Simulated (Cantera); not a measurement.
A perfectly stirred reactor is fed with C2H6 : N2 = 1 : 4.8 (molar parts), at 0.0263 atm; it is held at 1200 K, and followed from long to short residence time.

Cantera simulation using GRI-Mech 3.0 (53 species, 325 reactions); the numbers are that mechanism's predictions, not measurements. GRI-Mech 3.0 stops at C3 and has no aromatics, soot or wall deposition, so with more carbon than oxygen in the feed, carbon stays in small species such as C2H2 where larger ones or solid carbon would form. Radical loss at walls, strong at low pressure, is not modelled.

Q: What does this change do: pressure from 0.0263 atm to 0.132 atm?

A: 
```csv
quantity,before,after
x(C2H6) at τ = 19.0 s,0.00119,0.000848
x(C2H) at τ = 19.0 s,6.05e-10,1.90e-10
x(CH3) at τ = 19.0 s,1.97e-5,7.54e-6
x(C2H4) at τ = 19.0 s,0.0226,0.0355
x(HCN) at τ = 19.0 s,1.06e-10,2.46e-11
x(C2H6) at τ = 0.330 s,0.0379,0.0168
x(C2H) at τ = 0.330 s,3.14e-10,2.38e-10
x(CH3) at τ = 0.330 s,0.000106,2.88e-5
x(C2H4) at τ = 0.330 s,0.0812,0.0832
x(HCN) at τ = 0.330 s,7.32e-11,1.92e-11
```

Q: What does this change do: temperature 1200 to 1050 K?

A: 
```json
[
 {"quantity": "x(C2H6) at τ = 19.0 s", "before": "0.00119", "after": "0.0191"},
 {"quantity": "x(C2H) at τ = 19.0 s", "before": "6.05e-10", "after": "3.31e-12"},
 {"quantity": "x(CH3) at τ = 19.0 s", "before": "1.97e-5", "after": "2.73e-6"},
 {"quantity": "x(C2H4) at τ = 19.0 s", "before": "0.0226", "after": "0.105"},
 {"quantity": "x(HCN) at τ = 19.0 s", "before": "1.06e-10", "after": "<1e-12"},
 {"quantity": "x(C2H6) at τ = 0.330 s", "before": "0.0379", "after": "0.157"},
 {"quantity": "x(C2H) at τ = 0.330 s", "before": "3.14e-10", "after": "<1e-12"},
 {"quantity": "x(CH3) at τ = 0.330 s", "before": "0.000106", "after": "6.37e-6"},
 {"quantity": "x(C2H4) at τ = 0.330 s", "before": "0.0812", "after": "0.0126"},
 {"quantity": "x(HCN) at τ = 0.330 s", "before": "7.32e-11", "after": "<1e-12"}
]
```

Q: What does this change do: temperature 1200 to 1625 K?

A: 
```json
[
 {"quantity": "x(C2H6) at τ = 19.0 s", "before": "0.00119", "after": "5.95e-6"},
 {"quantity": "x(C2H) at τ = 19.0 s", "before": "6.05e-10", "after": "6.20e-7"},
 {"quantity": "x(CH3) at τ = 19.0 s", "before": "1.97e-5", "after": "0.000179"},
 {"quantity": "x(C2H4) at τ = 19.0 s", "before": "0.0226", "after": "0.000114"},
 {"quantity": "x(HCN) at τ = 19.0 s", "before": "1.06e-10", "after": "2.04e-5"},
 {"quantity": "x(C2H6) at τ = 0.330 s", "before": "0.0379", "after": "0.000241"},
 {"quantity": "x(C2H) at τ = 0.330 s", "before": "3.14e-10", "after": "1.05e-6"},
 {"quantity": "x(CH3) at τ = 0.330 s", "before": "0.000106", "after": "0.00126"},
 {"quantity": "x(C2H4) at τ = 0.330 s", "before": "0.0812", "after": "0.00139"},
 {"quantity": "x(HCN) at τ = 0.330 s", "before": "7.32e-11", "after": "6.06e-6"}
]
```
